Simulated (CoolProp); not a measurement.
A single-stage vapour-compression cycle with the fluid: evaporating at 205.15 K (dew point), condensing at 234.15 K (bubble point), superheat 2 K, subcooling 0 K, compressor efficiency 0.8, no pressure losses. The same conditions are run with several fluids, on thermodynamics alone (safety and materials aside).

The numbers come from the reference Helmholtz-energy equation of state of each fluid (ethane: Bücker 2006; R125: Lemmon 2005; C2F6 (R116): Lemmon 2006; R22: Kamei 1995; R115: Lemmon 2016; CH2F2 (R32): Tillner-Roth 1997) in CoolProp.

```csv
fluid,cooling COP,pressure ratio,discharge temperature (K),refrigerating effect (kJ/kg),volumetric capacity (kJ/m³)
ethane,___,2.95,265.3,386,1970
R125,5.01,4.56,___,144,___
C2F6 (R116),___,3.31,241.1,___,1220
R22,___,4.74,283.4,220,260
R115,5.01,4.53,244.9,110,227
CH2F2 (R32),4.90,4.55,301.9,354,447
```

### Question
Complete the blanks.

### Answer

- ethane, cooling COP: 4.88
- R125, discharge temperature (K): 252.3
- R125, volumetric capacity (kJ/m³): 347
- C2F6 (R116), cooling COP: 4.68
- C2F6 (R116), refrigerating effect (kJ/kg): 84.3
- R22, cooling COP: 5.03
